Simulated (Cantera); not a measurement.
## Equilibrium for iron carbonyl, mercury and lead vapours: Fe(CO)5 + O2 + H2

Input: 1 mol Fe(CO)5, 0.085 mol O2, 0.32 mol H2, at 1.33 mbar.

These are equilibrium values from Cantera (NASA tables, ideal gas, pure condensed phases), not measurements of a reactor. Candidate condensed phases: C, C6H6, C7H8, C8H18, Fe, Fe(CO)5, FeO, Fe(OH)2, Fe(OH)3, Fe2O3, Fe3O4, H2O; 114 gas species. Condensed phases not in the tables: cementite and carbon dissolved in iron. Equilibrium is a limit: real reactors are often held back by kinetics, nucleation or transport.

At 773 K the condensed part is C(graphite) + Fe(α). From 873 K to 1173 K the condensed part is Fe(α). From 1273 K to 1573 K the condensed part is Fe(γ). At 1673 K the condensed part is Fe(δ).

```json
[
 {"T (K)": "773", "log p CO": "-3.00", "log p CO2": "-3.61", "log p H2": "-4.06", "log p H2O": "-5.38", "log p Fe": "<-14", "log p H": "-14.07", "log p CH4": "-7.79", "n C(graphite)": "0.689", "n Fe(α)": "1.00", "n Fe(γ)": "0", "n Fe(δ)": "0"},
 {"T (K)": "873", "log p CO": "-2.92", "log p CO2": "-4.38", "log p H2": "-4.10", "log p H2O": "-5.99", "log p Fe": "<-14", "log p H": "-12.38", "log p CH4": "-8.95", "n C(graphite)": "0", "n Fe(α)": "1.00", "n Fe(γ)": "0", "n Fe(δ)": "0"},
 {"T (K)": "973", "log p CO": "-2.92", "log p CO2": "-4.39", "log p H2": "-4.10", "log p H2O": "-5.78", "log p Fe": "-14.42", "log p H": "-11.02", "log p CH4": "-10.54", "n C(graphite)": "0", "n Fe(α)": "1.00", "n Fe(γ)": "0", "n Fe(δ)": "0"},
 {"T (K)": "1073", "log p CO": "-2.92", "log p CO2": "-4.40", "log p H2": "-4.11", "log p H2O": "-5.62", "log p Fe": "-12.38", "log p H": "-9.91", "log p CH4": "-11.84", "n C(graphite)": "0", "n Fe(α)": "1.00", "n Fe(γ)": "0", "n Fe(δ)": "0"},
 {"T (K)": "1173", "log p CO": "-2.92", "log p CO2": "-4.40", "log p H2": "-4.11", "log p H2O": "-5.50", "log p Fe": "-10.71", "log p H": "-8.99", "log p CH4": "-12.92", "n C(graphite)": "0", "n Fe(α)": "1.00", "n Fe(γ)": "0", "n Fe(δ)": "0"},
 {"T (K)": "1273", "log p CO": "-2.92", "log p CO2": "-4.41", "log p H2": "-4.12", "log p H2O": "-5.40", "log p Fe": "-9.30", "log p H": "-8.21", "log p CH4": "-13.82", "n C(graphite)": "0", "n Fe(α)": "0", "n Fe(γ)": "1.000", "n Fe(δ)": "0"},
 {"T (K)": "1373", "log p CO": "-2.92", "log p CO2": "-4.42", "log p H2": "-4.12", "log p H2O": "-5.32", "log p Fe": "-8.11", "log p H": "-7.54", "log p CH4": "-14.60", "n C(graphite)": "0", "n Fe(α)": "0", "n Fe(γ)": "1.000", "n Fe(δ)": "0"},
 {"T (K)": "1473", "log p CO": "-2.92", "log p CO2": "-4.43", "log p H2": "-4.13", "log p H2O": "-5.25", "log p Fe": "-7.08", "log p H": "-6.96", "log p CH4": "<-14", "n C(graphite)": "0", "n Fe(α)": "0", "n Fe(γ)": "1.000", "n Fe(δ)": "0"},
 {"T (K)": "1573", "log p CO": "-2.92", "log p CO2": "-4.44", "log p H2": "-4.13", "log p H2O": "-5.20", "log p Fe": "-6.18", "log p H": "-6.46", "log p CH4": "<-14", "n C(graphite)": "0", "n Fe(α)": "0", "n Fe(γ)": "0.997", "n Fe(δ)": "0"},
 {"T (K)": "1673", "log p CO": "-2.92", "log p CO2": "-4.45", "log p H2": "-4.14", "log p H2O": "-5.15", "log p Fe": "-5.40", "log p H": "-6.01", "log p CH4": "<-14", "n C(graphite)": "0", "n Fe(α)": "0", "n Fe(γ)": "0", "n Fe(δ)": "0.984"}
]
```
log p: log10 of the partial pressure in bar; n: condensed amount in mol.
